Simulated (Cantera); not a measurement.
Input (Python, Cantera):

```python
import numpy as np
import cantera as ct

surf = ct.Interface("ptcombust.yaml", "Pt_surf")
gas = surf.adjacent["gas"]
gas.TPX = 900, 230000, {'CH4': 0.014, 'O2': 0.012, 'N2': 0.79}
surf.TP = 900, 230000
reactor = ct.FlowReactor(gas, clone=False)
reactor.area = 0.0001  # m2
reactor.surface_area_to_volume_ratio = 210  # 1/m
reactor.mass_flow_rate = 0.6 * reactor.area * gas.density  # inlet velocity 0.6 m/s
reactor.energy_enabled = False
wall = ct.ReactorSurface(surf, reactor, clone=False)
net = ct.ReactorNet([reactor])
net.rtol, net.atol = 1e-8, 1e-16
show, cover = ['CH4', 'O2', 'H2O', 'CO2', 'CO'], ['PT(S)', 'H(S)', 'O(S)', 'OH(S)', 'CO(S)', 'C(S)']

rows = []
print(f"{'z/m':>9s}{'u/(m/s)':>9s}" + "".join(f"{s:>13s}" for s in show + cover))
for z in [5.8e-05, 9.6e-05, 0.00016, 0.00027, 0.00045, 0.00074, 0.0012, 0.0021, 0.0035, 0.0058]:
    net.advance(z)
    rows.append([reactor.speed, *gas[show].X, *surf[cover].coverages])
    print(f"{z:9.4g}{rows[-1][0]:9.3g}" + "".join(f"{x:13.4e}" for x in rows[-1][1:]))
```

Result:

```
      z/m  u/(m/s)          CH4           O2          H2O          CO2           CO        PT(S)         H(S)         O(S)        OH(S)        CO(S)         C(S)
  5.8e-05      0.6   1.7142e-02   1.4676e-02   3.0453e-05   1.4228e-05   9.9891e-07   1.6563e-01   2.4345e-08   8.3379e-01   4.6321e-04   1.1922e-04   4.5074e-07
  9.6e-05      0.6   1.7132e-02   1.4656e-02   5.0438e-05   2.3657e-05   1.5617e-06   1.6576e-01   2.5797e-08   8.3363e-01   4.9264e-04   1.2025e-04   4.5139e-07
  0.00016      0.6   1.7115e-02   1.4623e-02   8.4151e-05   3.9705e-05   2.3701e-06   1.6597e-01   2.8077e-08   8.3337e-01   5.3870e-04   1.2176e-04   4.5241e-07
  0.00027      0.6   1.7086e-02   1.4565e-02   1.4224e-04   6.7689e-05   3.4297e-06   1.6631e-01   3.1626e-08   8.3296e-01   6.1005e-04   1.2382e-04   4.5399e-07
  0.00045      0.6   1.7038e-02   1.4470e-02   2.3763e-04   1.1428e-04   4.5330e-06   1.6681e-01   3.6738e-08   8.3235e-01   7.1213e-04   1.2615e-04   4.5622e-07
  0.00074      0.6   1.6961e-02   1.4316e-02   3.9210e-04   1.9066e-04   5.3862e-06   1.6756e-01   4.3843e-08   8.3146e-01   8.5244e-04   1.2836e-04   4.5935e-07
   0.0012      0.6   1.6837e-02   1.4070e-02   6.3883e-04   3.1361e-04   5.7995e-06   1.6871e-01   5.3481e-08   8.3012e-01   1.0393e-03   1.3034e-04   4.6397e-07
   0.0021      0.6   1.6593e-02   1.3581e-02   1.1277e-03   5.5797e-04   5.8748e-06   1.7106e-01   6.9499e-08   8.2747e-01   1.3386e-03   1.3321e-04   4.7350e-07
   0.0035      0.6   1.6204e-02   1.2802e-02   1.9064e-03   9.4738e-04   5.8148e-06   1.7517e-01   9.1426e-08   8.2297e-01   1.7208e-03   1.3816e-04   4.9105e-07
   0.0058      0.6   1.5533e-02   1.1461e-02   3.2478e-03   1.6181e-03   5.7137e-06   1.8363e-01   1.2654e-07   8.1396e-01   2.2586e-03   1.4924e-04   5.3046e-07
```

Cantera simulation using Deutschmann's 1995 Pt surface mechanism with GRI-Mech 3.0 gas chemistry; the numbers are that mechanism's predictions, not measurements. Catalytic surfaces can have several steady states; this one follows from the mechanism file's or the stated starting coverage. Mass transfer to the wall is taken as infinitely fast.
